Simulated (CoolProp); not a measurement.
A single-stage vapour-compression cycle with water: evaporating at 321.15 K (dew point), condensing at 359.15 K (bubble point), superheat 8 K, subcooling 8 K, compressor efficiency 0.6, no pressure losses. Each further row changes one setting.

The numbers come from the reference Helmholtz-energy equation of state, Wagner 2002 in CoolProp.

```json
[
 {"case": "as stated", "cooling COP": "4.34", "pressure ratio": "5.38", "discharge temperature (K)": "599.2", "refrigerating effect (kJ/kg)": "2280", "volumetric capacity (kJ/m³)": "168"},
 {"case": "evaporating temperature 326.15 K", "cooling COP": "5.19", "pressure ratio": "4.20", "discharge temperature (K)": "561.5", "refrigerating effect (kJ/kg)": "2290", "volumetric capacity (kJ/m³)": "(withheld)"},
 {"case": "condensing temperature 354.15 K", "cooling COP": "(withheld)", "pressure ratio": "(withheld)", "discharge temperature (K)": "562.7", "refrigerating effect (kJ/kg)": "2300", "volumetric capacity (kJ/m³)": "170"},
 {"case": "subcooling 13 K", "cooling COP": "4.38", "pressure ratio": "5.38", "discharge temperature (K)": "599.2", "refrigerating effect (kJ/kg)": "2300", "volumetric capacity (kJ/m³)": "170"},
 {"case": "superheat 18 K", "cooling COP": "4.24", "pressure ratio": "5.38", "discharge temperature (K)": "616.6", "refrigerating effect (kJ/kg)": "2300", "volumetric capacity (kJ/m³)": "(withheld)"},
 {"case": "compressor efficiency 0.5", "cooling COP": "3.61", "pressure ratio": "5.38", "discharge temperature (K)": "(withheld)", "refrigerating effect (kJ/kg)": "2280", "volumetric capacity (kJ/m³)": "168"}
]
```

Problem. Fill in the missing entries.

Solution. 
- evaporating temperature 326.15 K, volumetric capacity (kJ/m³): 213
- condensing temperature 354.15 K, cooling COP: 5.09
- condensing temperature 354.15 K, pressure ratio: 4.42
- superheat 18 K, volumetric capacity (kJ/m³): 164
- compressor efficiency 0.5, discharge temperature (K): 650.7
